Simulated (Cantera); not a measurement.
**Low-pressure radical oxidation in H2/O2**

An isothermal, constant-pressure homogeneous reactor starts with 6.54 % H2, 93.5 % O2, equivalence ratio 0.035, at 1373 K and 2200 Pa.

Model: the H2/O2 subset of GRI-Mech 3.0, which has no nitrogen chemistry, integrated in Cantera. Radical loss at walls, strong at low pressure, is not modelled. The temperature is held fixed by assumption; the heat of reaction is taken as removed at once.

| t (s) | x H2 | x O2 | x HO2 | x H2O2 | x H |
|---|---|---|---|---|---|
| 2.00e-5 | 0.0654 | 0.935 | 3.22e-8 | 1.06e-11 | 2.13e-8 |
| 4.86e-5 | 0.0654 | 0.935 | 7.83e-8 | 6.22e-11 | 5.31e-8 |
| 0.000118 | 0.0654 | 0.935 | 1.91e-7 | 3.58e-10 | 2.93e-7 |
| 0.000287 | 0.0654 | 0.935 | 5.09e-7 | 2.04e-9 | 1.32e-5 |
| 0.000697 | 0.0135 | 0.895 | 4.63e-6 | 2.53e-7 | 0.0115 |
| 0.00169 | 0.00135 | 0.883 | 4.23e-6 | 1.23e-7 | 0.00906 |
| 0.00412 | 0.00122 | 0.889 | 4.14e-6 | 1.22e-7 | 0.00764 |
| 0.0100 | 0.000957 | 0.899 | 3.88e-6 | 1.19e-7 | 0.00515 |
| 0.0243 | 0.000560 | 0.913 | 3.22e-6 | 1.05e-7 | 0.00221 |
| 0.0590 | 0.000208 | 0.925 | 2.03e-6 | 7.43e-8 | 0.000482 |
| 0.143 | 5.17e-5 | 0.930 | 8.64e-7 | 3.96e-8 | 5.91e-5 |
| 0.349 | 1.12e-5 | 0.932 | 2.77e-7 | 1.72e-8 | 5.97e-6 |
| 0.847 | 2.62e-6 | 0.932 | 9.31e-8 | 6.80e-9 | 6.74e-7 |
| 2.06 | 7.16e-7 | 0.932 | 5.36e-8 | 2.70e-9 | 9.67e-8 |
| 5.00 | 2.50e-7 | 0.932 | 5.83e-8 | 1.27e-9 | 2.00e-8 |
x: mole fraction; the columns are a selection and need not sum to one.

Equilibrium at this temperature and pressure: H2 1.41e-7, O2 0.932, HO2 6.99e-8, H2O2 9.02e-10, H 8.48e-9 (gas phase only).
